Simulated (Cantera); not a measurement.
A closed system holds: 1 mol Al, a varied amount of HCl, at 31.0 mbar.

These are equilibrium values from Cantera (NASA tables, ideal gas, pure condensed phases), not measurements of a reactor. Candidate condensed phases: Al, AlCl3; 12 gas species. The tables' values for AlCl2 are old estimates. Kinetics and transport are ignored.

Problem. What condenses at these points (T in °C, n(HCl) in mol): (602, 5.2); (1052, 3.3); (377, 2.1); (602, 6.1); (452, 2.5)?

Solution. 
```
T (°C)  n(HCl) in mol  condensed phases  Al condensed (%)
------  -------------  ----------------  ----------------
602               5.2          gas only               0.0
1052              3.3          gas only               0.0
377               2.1                Al              30.0
602               6.1          gas only               0.0
452               2.5                Al              16.7
```
